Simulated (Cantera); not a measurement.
Feed: 1 mol PbO, 0.24 mol O2, 5.8 mol N2, equilibrated at 100000 Pa.

Cantera equilibrium calculation (NASA polynomials, part measured and part estimated; ideal gas, pure solids and liquids). Candidate condensed phases: Pb, PbO, PbO2, Pb3O4; 12 gas species. Kinetics and transport are ignored.

log p: log10 of the partial pressure in bar; n: condensed amount in mol.

| T (°C) | log p N2 | log p O2 | log p NO | log p PbO | log p NO2 | log p Pb | n Pb3O4(s) | n PbO(red) | n PbO(yellow) |
|---|---|---|---|---|---|---|---|---|---|
| 227 | -0.01 | -1.90 | -9.84 | <-12 | … | <-12 | 0.333 | 0 | 0 |
| 327 | -0.02 | -1.40 | -8.01 | <-12 | … | <-12 | 0 | 1.00 | 0 |
| 427 | -0.02 | -1.40 | -6.87 | <-12 | … | <-12 | 0 | 1.00 | 0 |
| 527 | -0.02 | -1.40 | -6.02 | -10.15 | … | <-12 | 0 | 0 | 1.00 |
| 627 | -0.02 | -1.40 | -5.35 | -8.13 | … | <-12 | 0 | 0 | 1.00 |
| 727 | -0.02 | -1.40 | -4.82 | -6.52 | … | -10.32 | 0 | 0 | 1.000 |
| 827 | -0.02 | -1.40 | -4.39 | -5.21 | … | -8.41 | 0 | 0 | 1.000 |

Fill in the missing entries.


- 227, log p NO2: -8.68
- 327, log p NO2: -7.61
- 427, log p NO2: -7.20
- 527, log p NO2: -6.89
- 627, log p NO2: -6.65
- 727, log p NO2: -6.45
- 827, log p NO2: -6.29
